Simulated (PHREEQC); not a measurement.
A solution holds 11 mmol/kgw HF, 30 mmol/kgw AlCl3 and 4.6 mmol/kgw KCl, at 25 °C. Closed to the air; pH follows from the charge balance.

Computed with PHREEQC (ion-association model, phreeqc.dat).

```csv
quantity,before,after
pH,2.05,1.75
ionic strength (mol/kgw),0.163,0.142
Al+3 (mol/kgw),0.0193,0.00980
AlF+2 (mol/kgw),0.0104,0.0184
AlF2+ (mol/kgw),0.000286,0.00178
AlOH+2 (mol/kgw),9.30e-6,2.39e-6
SI of Gibbsite (Al(OH)3),-4.52,-5.69
```

Question: Name the change that produced these shifts.
A) AlCl3 from 0.03 to 0.015 mol/kgw
B) temperature from 25 to 75 °C
C) HF from 0.011 to 0.022 mol/kgw
D) diluted 100-fold with water
E) KCl left out

Answer: C, HF from 0.011 to 0.022 mol/kgw

No solid was allowed to form. Fluoro complexes past AlF4- and FeF3 are missing from the database.
